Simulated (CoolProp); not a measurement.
Vapour-liquid equilibrium of dimethyl ether (1) + n-butane (2) at 297.5 K; x and y are mole fractions of (1).

Values from CoolProp's multi-fluid Helmholtz-energy mixture model, Wu 2011 and Bücker 2006; pair parameters Bell 2016.

Task: Give the bubble pressure and the first vapour's composition at x = 0.05, 0.25, 0.45. Is there an azeotrope?

Result: x = 0.05: 268.9 kPa, y = 0.148; x = 0.25: 370.0 kPa, y = 0.483; x = 0.45: 445.2 kPa, y = 0.657. No azeotrope shows between x = 0.05 and 0.95.

The pair parameters rest on a limited set of measurements; away from them the model extrapolates.
